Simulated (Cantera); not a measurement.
Feed: 1 mol trisilylamine, 3.7 mol N2, at 133 Pa.

These are equilibrium values from Cantera (NASA tables, ideal gas, pure condensed phases), not measurements of a reactor. Candidate condensed phases: Si, Si3N4; 18 gas species. The feed counts by its element totals alone. Equilibrium is a limit: real reactors are often held back by kinetics, nucleation or transport.

Task: At 1550 K, list the 4 most abundant gas species with their mole fractions, and the condensed phases.

Result: H2 0.671, N2 0.328, H 0.000707, Si 1.07e-5. Condensed: Si3N4(s).
